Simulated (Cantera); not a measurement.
A diamond (100) surface in a fixed gas of H2 with x(CH4) = 0.0053, x(H) = 0.011, x(CH3) = 0.00043, 5400 Pa; coverages are run to steady state.

Detailed kinetics in Cantera: the Harris–Goodwin 1993 mechanism for the reconstructed diamond (100) surface.

One state of this run: growth (µm/h) = 15.1; θ c6HH = 0.521; θ c6H* = 0.0250; θ c6*H = 0.418; θ c6** = 0.0154; θ c6HM = 0.0142. θ: site fractions in the mechanism's names (c6HH fully hydrogenated, c6H* and c6*H radical sites, c6** diradical, c6HM methylated).

### Question
Which value of T (K) does it belong to?
(A) 1125
(B) 1075
(C) 1375
(D) 925

### Answer
B, 1075
